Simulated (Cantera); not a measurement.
# Silicon nitride deposition: Si2Cl6 + NH3

Feed: 1 mol Si2Cl6, 8.2 mol NH3, equilibrated at 525 °C and 2.03 Torr.

These are equilibrium values from Cantera (NASA tables, ideal gas, pure condensed phases), not measurements of a reactor. Candidate condensed phases: NH4Cl, Si, Si3N4; 28 gas species. The feed counts by its element totals alone. Equilibrium is a limit: real reactors are often held back by kinetics, nucleation or transport.

| Property | Result |
|---|---|
| x(H2) | 0.537 |
| x(HCl) | 0.292 |
| x(N2) | 0.160 |
| x(SiCl4) | 0.0102 |
| x(SiHCl3) | 1.66e-5 |
| x(NH3) | 1.30e-6 |
| n(Si3N4(s)) | 0.605 mol |
| gas amount | 18.01 mol |
| log10 activity of Si(s) (absent) | -8.24 |
